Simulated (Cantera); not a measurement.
Feed: 1 mol N2O, 1 mol H2, 47 mol N2, 7.8 mol H2O, at 0.590 bar.

Method: chemical equilibrium by Gibbs-energy minimisation in Cantera with the NASA 1993 tables (ideal gas, pure condensed phases). Candidate condensed phases: H2O; 24 gas species. The numbers say what is thermodynamically allowed, not how fast it happens. All values below are at 3225 K.

Base state: N2 0.748, H 0.0816, H2 0.0435, H2O 0.0396, O 0.0325, OH 0.0290, NO 0.0141, O2 0.0116 (mole fractions); condensed: gas only.

**Question.** What changes in the equilibrium state with this change: pressure from 0.590 bar to 0.000930 bar?

**Answer.** 
| species | before | after |
|---|---|---|
| N2 | 0.748 | 0.644 |
| H | 0.0816 | 0.235 |
| O | 0.0325 | 0.116 |
| H2O | 0.0396 | 2.91e-6 |
| H2 | 0.0435 | 0.000570 |
| OH | 0.0290 | 0.000469 |
| O2 | 0.0116 | 0.000231 |
| NO | 0.0141 | 0.00185 |
| N | 6.05e-5 | 0.00141 |

**Question.** What changes in the equilibrium state with this change: H2 from 1 to 8.8 mol?

**Answer.** 
| species | before | after |
|---|---|---|
| N2 | 0.748 | 0.661 |
| H | 0.0816 | 0.123 |
| H2 | 0.0435 | 0.0985 |
| O2 | 0.0116 | 0.00459 |
| NO | 0.0141 | 0.00833 |
| O | 0.0325 | 0.0205 |
| H2O | 0.0396 | 0.0565 |
| OH | 0.0290 | 0.0275 |
| N | 6.05e-5 | 5.69e-5 |
